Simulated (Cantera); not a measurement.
B₂O₃ + BCl₃ + H₂ (oxide etching and cleaning by halides)

A closed system holds: 1 mol B₂O₃, 0.91 mol BCl₃, 0.48 mol H₂, held at 1200 K and 1.00 Torr.

Method: chemical equilibrium by Gibbs-energy minimisation in Cantera with the NASA 1993 tables (ideal gas, pure condensed phases). Candidate condensed phases: B, B₂O₃, B₃O₃H₃, H₂O; 33 gas species. Mutual solubility and eutectic melting of coexisting phases are not modelled. The tables' values for BOCl, BCl₂, BCl are old estimates; treat these amounts as uncertain. Gases not in the tables: BHCl₂. Rates play no part.

```
Property                                  Value
------------------------------------  ---------
x(BCl₃)                                   0.411
x(HCl)                                    0.287
x(H₂)                                     0.184
x(B₃O₃Cl₃)                                0.114
x(BOCl)                                 0.00212
x(HBO)                                 0.000695
x(BCl₂)                                0.000292
x(B₂O₂)                                 5.43e-5
x(BCl)                                  4.13e-5
n(B(s))                               0.139 mol
n(B₂O₃(l))                            0.831 mol
gas amount                            1.463 mol
log10 activity of B₃O₃H₃(s) (absent)     -11.45
```
